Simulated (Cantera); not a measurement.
**Ammonia decomposition in nitride growth gas**

An isothermal, constant-pressure homogeneous reactor starts with 2.27 % NH₃, 97.7 % H₂, at 2175 K and 10.00 Torr.

Model: the gas-phase N/H chemistry of the illustrative SiF4/NH3 mechanism in the Surface Chemkin manual (1991), integrated in Cantera. Walls and surfaces, which speed up NH3 decomposition in real reactors, are not modelled.

```
t (s)       x NH₃   x H₂      x N₂       x N     x NH₂      x NH       x H
--------  -------  -----  --------  --------  --------  --------  --------
5.00e-6    0.0227  0.977    <1e-12    <1e-12   7.11e-8    <1e-12   2.01e-7
1.52e-5    0.0227  0.977    <1e-12    <1e-12   1.46e-7    <1e-12   6.77e-7
4.59e-5    0.0227  0.977    <1e-12    <1e-12   2.70e-7  1.06e-11   2.23e-6
0.000139   0.0227  0.977    <1e-12    <1e-12   6.08e-7  9.61e-11   6.96e-6
0.000422   0.0227  0.977  8.17e-12  1.13e-12   1.63e-6  8.71e-10   2.13e-5
0.00128    0.0227  0.977  3.32e-10  3.27e-11   4.73e-6   7.95e-9   6.47e-5
0.00387    0.0227  0.977   1.28e-8  9.20e-10   1.41e-5   7.28e-8  0.000196
0.0117     0.0227  0.977   5.82e-7   2.54e-8   4.24e-5   6.63e-7  0.000593
0.0356     0.0225  0.976   3.46e-5   6.41e-7  0.000124   5.69e-6   0.00175
0.108      0.0201  0.975   0.00115   4.38e-6  0.000219   1.97e-5   0.00346
0.327      0.0112  0.979   0.00555   5.14e-6  0.000155   1.80e-5   0.00444
0.990     0.00101  0.978    0.0105   5.71e-6   3.24e-5   8.68e-6    0.0102
3.00      4.20e-6  0.957    0.0109   8.27e-7   4.38e-7   3.84e-7    0.0325
```
x: mole fraction; the columns are a selection and need not sum to one.

Equilibrium at this temperature and pressure: NH₃ 1.97e-8, H₂ 0.948, N₂ 0.0109, N 8.29e-9, NH₂ 2.65e-9, NH 2.99e-9, H 0.0414 (gas phase only).
